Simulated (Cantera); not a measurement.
# Equilibrium for carbothermic reduction: TiO₂ + CH₄ + H₂

Charge: 1 mol TiO₂, 1.2 mol CH₄, 0.76 mol H₂, equilibrated at 380000 Pa.

Cantera equilibrium calculation (NASA polynomials, part measured and part estimated; ideal gas, pure solids and liquids). Candidate condensed phases: C, C₆H₆, C₇H₈, C₈H₁₈, H₂O, Ti, TiC, TiO, TiO₂, Ti₂O₃, Ti₃O₅, Ti₄O₇; 113 gas species. Mutual solubility and eutectic melting of coexisting phases are not modelled. TiC, TiO: taken at fixed stoichiometry. Condensed phases not in the tables: Magnéli phases beyond Ti₄O₇, solid solutions among these carbides, nitrides and lower oxides. The numbers say what is thermodynamically allowed, not how fast it happens.

```csv
T (°C),log p H₂,log p CO,log p CH₄,log p H,log p H₂O,log p CO₂,log p TiO,n C(graphite),n TiO₂(rutile),n Ti₄O₇(s),n Ti₃O₅(s),n TiC(s),n Ti₂O₃(s),n Ti₂O₃(l),n TiO(l)
825,0.53,-2.48,-0.38,-7.34,-2.98,-5.99,<-11,0.885,0.987,0.00329,0,0,0,0,0
975,0.55,-0.94,-0.86,-6.06,-2.20,-3.88,<-11,0.989,0.595,0.101,0,0,0,0,0
1125,0.53,-0.44,-1.30,-5.06,-2.33,-3.64,<-11,0.826,0,0,0.333,0,0,0,0
1275,0.52,-0.32,-1.65,-4.25,-2.71,-3.99,-11.29,0.647,0,0,0.308,0.0751,0,0,0
1425,0.47,-0.07,-2.33,-3.61,-2.60,-3.67,-9.39,0,0,0,0,0.279,0.360,0,0
1575,0.47,-0.07,-2.94,-3.04,-2.55,-3.69,-7.79,0,0,0,0,0.281,0.360,0,0
1725,0.47,-0.07,-3.44,-2.56,-2.52,-3.72,-6.43,0,0,0,0,0.281,0.359,0,0
1875,0.47,-0.07,-3.87,-2.15,-2.50,-3.74,-5.29,0,0,0,0,0.281,0,0.359,0
2025,0.45,-0.01,-4.18,-1.79,-2.53,-3.74,-4.42,0,0,0,0,0.102,0,0,0.898
2175,0.45,-0.01,-4.42,-1.48,-2.60,-3.84,-3.73,0,0,0,0,0.101,0,0,0.898
```
log p: log10 of the partial pressure in bar; n: condensed amount in mol.

From 825 °C to 975 °C the condensed part is C(graphite) + TiO₂(rutile) + Ti₄O₇(s). At 1125 °C the condensed part is C(graphite) + Ti₃O₅(s). At 1275 °C the condensed part is C(graphite) + TiC(s) + Ti₃O₅(s). From 1425 °C to 1725 °C the condensed part is TiC(s) + Ti₂O₃(s). At 1875 °C the condensed part is TiC(s) + Ti₂O₃(l). From 2025 °C to 2175 °C the condensed part is TiC(s) + TiO(l).
